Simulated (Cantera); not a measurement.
Standard-state values (1 bar) from the NASA 1993 polynomials, evaluated with Cantera. Values are per mole of reaction as written; species without (g) are pure solids or liquids, kept so even where they would boil at 1 bar.

2 Pb + O2(g) → 2 PbO(g), with ΔH° = 140.6 kJ and ΔS° = 145.2 J/K at 300 K.

Question: How far is the shortcut ΔG° ≈ ΔH°(300 K) − T·ΔS°(300 K) from the full temperature-dependent value at 1750, 1850, 1950, 2050, 2150, 2250, 2350 K?

Answer: 
```
T (K)  shortcut (kJ)  full (kJ)  difference (kJ)  difference in log10 K  condensed phases
-----  -------------  ---------  ---------------  ---------------------  ----------------
1750          -113.6      -64.2            -49.3                   1.47             Pb(l)
1850          -128.1      -73.8            -54.3                   1.53             Pb(l)
1950          -142.6      -83.2            -59.4                   1.59             Pb(l)
2050          -157.2      -92.5            -64.6                   1.65             Pb(l)
2150          -171.7     -101.7            -69.9                   1.70             Pb(l)
2250          -186.2     -110.9            -75.3                   1.75             Pb(l)
2350          -200.7     -119.9            -80.8                   1.80             Pb(l)
```
The shortcut ignores heat capacities and the phase changes listed.
